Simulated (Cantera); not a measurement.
# Reactions in the system C-O-Ta

Cantera with NASA thermochemical tables; ideal gases at 1 bar, condensed phases pure. Values are per mole of reaction as written; species without (g) are pure solids or liquids, kept so even where they would boil at 1 bar. TaC: taken at fixed stoichiometry.

4 TaC + 7 O2(g) ⇌ 2 Ta2O5 + 4 CO(g)

```
T (K)  ΔH° (kJ)  ΔS° (J/K)  ΔG° (kJ)  log10 K  condensed phases
-----  --------  ---------  --------  -------  ----------------
300     -3957.7     -528.4   -3799.2   661.48  TaC(s), Ta2O5(s)
2073    -3636.9     -328.5   -2956.0    74.48  TaC(s), Ta2O5(l)
2173    -3624.5     -322.7   -2923.4    70.27  TaC(s), Ta2O5(l)
2273    -3612.6     -317.3   -2891.4    66.44  TaC(s), Ta2O5(l)
2373    -3601.0     -312.3   -2859.9    62.95  TaC(s), Ta2O5(l)
2473    -3589.8     -307.7   -2828.9    59.75  TaC(s), Ta2O5(l)
```

Ta2O5 + 2 C ⇌ 5 O(g) + 2 TaC

| T (K) | ΔH° (kJ) | ΔS° (J/K) | ΔG° (kJ) | log10 K | condensed phases |
|---|---|---|---|---|---|
| 300 | 3003.7 | 735.6 | 2783.1 | -484.56 | Ta2O5(s), C(graphite), TaC(s) |
| 2073 | 2856.7 | 665.5 | 1477.0 | -37.22 | Ta2O5(l), C(graphite), TaC(s) |
| 2173 | 2849.8 | 662.3 | 1410.6 | -33.91 | Ta2O5(l), C(graphite), TaC(s) |
| 2273 | 2842.9 | 659.2 | 1344.6 | -30.90 | Ta2O5(l), C(graphite), TaC(s) |
| 2373 | 2836.3 | 656.3 | 1278.8 | -28.15 | Ta2O5(l), C(graphite), TaC(s) |
| 2473 | 2829.7 | 653.6 | 1213.3 | -25.63 | Ta2O5(l), C(graphite), TaC(s) |

6 TaC + 5 O3(g) ⇌ 3 Ta2O5 + 6 C

| T (K) | ΔH° (kJ) | ΔS° (J/K) | ΔG° (kJ) | log10 K | condensed phases |
|---|---|---|---|---|---|
| 300 | -5982.3 | -985.1 | -5686.8 | 990.14 | TaC(s), Ta2O5(s), C(graphite) |
| 2073 | -5483.6 | -672.3 | -4089.9 | 103.06 | TaC(s), Ta2O5(l), C(graphite) |
| 2173 | -5467.4 | -664.7 | -4023.1 | 96.71 | TaC(s), Ta2O5(l), C(graphite) |
| 2273 | -5452.7 | -658.0 | -3957.0 | 90.93 | TaC(s), Ta2O5(l), C(graphite) |
| 2373 | -5439.6 | -652.4 | -3891.5 | 85.66 | TaC(s), Ta2O5(l), C(graphite) |
| 2473 | -5427.9 | -647.6 | -3826.5 | 80.82 | TaC(s), Ta2O5(l), C(graphite) |
